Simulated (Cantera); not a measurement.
Catalytic stagnation flow on Pt

A jet of H₂ : O₂ : N₂ = 0.012 : 0.16 : 0.79 (molar parts) at 300 K and 0.158 atm hits a platinum plate 2.7 cm away at a mass flux of 0.13 kg/m²/s; the plate temperature is set and raised in steps from an oxygen-covered start.

Model: Deutschmann's 1995 Pt surface mechanism with GRI-Mech 3.0 gas chemistry, integrated in Cantera. Catalytic surfaces can have several steady states; this one follows from the mechanism file's or the stated starting coverage.

```csv
plate T (K),wall x H₂,wall x O₂,wall x H₂O,wall x OH,θ free Pt,θ O*,θ OH*
700,0.00230,0.155,0.0196,<1e-8,0.0320,0.966,0.00197
750,0.00183,0.155,0.0204,<1e-8,0.0439,0.954,0.00169
800,0.00126,0.154,0.0213,<1e-8,0.0694,0.929,0.00160
850,0.000862,0.154,0.0219,<1e-8,0.108,0.890,0.00154
900,0.000627,0.154,0.0223,2.74e-8,0.158,0.841,0.00145
950,0.000479,0.154,0.0225,7.60e-8,0.214,0.785,0.00134
1000,0.000389,0.154,0.0225,1.86e-7,0.274,0.724,0.00121
```
x: mole fraction at the wall; θ: surface coverage.
